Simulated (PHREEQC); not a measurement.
1 kg of water holding 0.22 mol/kgw KCl, 0.0072 mol/kgw NaCl, 0.01 mol/kgw Na2B4O7, 0.0041 mol/kgw Na2SO4 and 0.5 mol/kgw Na2CO3 is evaporated at 25 °C; the solids stay in contact with the brine. CO2 is held at log p = -3.4 (atm). Solids allowed: Arcanite, Burkeite, Glaserite, Halite, Kalicinite, Mirabilite, Misenite, Nahcolite, Natron, Sylvite, Thenardite, Trona, Borax, Boric_acid,s, KB5O8:4H2O, K2B4O7:4H2O, NaBO2:4H2O, NaB5O8:5H2O, Teepleite. Others were left out.

Model: Pitzer model, pitzer.dat, run in PHREEQC.

```csv
water left (kg),ionic strength,water activity,Trona (mol),Sylvite (mol)
0.9989,1.68,0.971,0,0
0.821,2.05,0.966,0,0
0.6747,2.51,0.959,0,0
0.5545,3.06,0.950,0,0
0.4557,3.73,0.940,0,0
0.3745,4.55,0.926,0,0
0.3077,5.55,0.909,0,0
0.2529,6.76,0.887,0,0
0.2078,8.24,0.857,0,0
0.1686,8.83,0.838,0.0511,0
0.1354,8.90,0.827,0.116,0
0.1082,9.01,0.813,0.169,0
0.08581,9.18,0.796,0.212,0
0.06747,9.47,0.773,0.246,0
0.0526,9.75,0.755,0.271,0.0216
```

Trona from water left = 0.1686 kg (pH 10.20); Sylvite from water left = 0.0526 kg (pH 10.23).
